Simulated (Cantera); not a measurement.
Hydrocarbon pyrolysis for carbon deposition

An isothermal, constant-pressure homogeneous reactor starts with 7.14 % C₂H₆, 92.9 % N₂, at 1075 K and 10.00 Torr.

Computed with Cantera and GRI-Mech 3.0 (53 species, 325 reactions). GRI-Mech 3.0 stops at C3 and has no aromatics, soot or wall deposition, so with more carbon than oxygen in the feed, carbon stays in small species such as C2H2 where larger ones or solid carbon would form. Radical loss at walls, strong at low pressure, is not modelled.

| t (s) | x C₂H₆ | x CH₂ | x H | x HCN | x C₂H₂ | x CH₄ | x CH₃ |
|---|---|---|---|---|---|---|---|
| 2.00e-5 | 0.0714 | <1e-12 | <1e-12 | <1e-12 | <1e-12 | 8.11e-12 | 8.73e-9 |
| 0.000111 | 0.0714 | <1e-12 | 5.71e-12 | <1e-12 | <1e-12 | 2.48e-10 | 4.83e-8 |
| 0.000616 | 0.0714 | <1e-12 | 2.36e-10 | <1e-12 | <1e-12 | 7.53e-9 | 2.62e-7 |
| 0.00342 | 0.0714 | <1e-12 | 7.47e-9 | <1e-12 | <1e-12 | 2.13e-7 | 1.28e-6 |
| 0.0190 | 0.0714 | 7.16e-12 | 1.48e-7 | <1e-12 | 4.33e-10 | 4.41e-6 | 4.01e-6 |
| 0.105 | 0.0703 | 1.07e-10 | 7.29e-7 | 1.12e-12 | 7.85e-7 | 7.62e-5 | 1.37e-5 |
| 0.585 | 0.0609 | 1.64e-10 | 9.59e-7 | 4.77e-12 | 7.96e-5 | 0.000898 | 1.70e-5 |
| 3.25 | 0.0227 | 1.03e-10 | 1.39e-6 | 7.90e-12 | 0.00193 | 0.00521 | 1.03e-5 |
| 18.0 | 0.000425 | 3.02e-12 | 5.08e-7 | 9.09e-12 | 0.0113 | 0.00841 | 1.11e-6 |
| 100 | 3.48e-5 | <1e-12 | 1.64e-7 | 9.04e-12 | 0.0205 | 0.00844 | 3.13e-7 |
x: mole fraction; the columns are a selection and need not sum to one.

Equilibrium at this temperature and pressure: C₂H₆ 2.87e-6, CH₂ <1e-12, H 3.72e-8, HCN 0.0429, C₂H₂ 0.0262, CH₄ 0.0273, CH₃ 2.17e-7 (gas phase only).
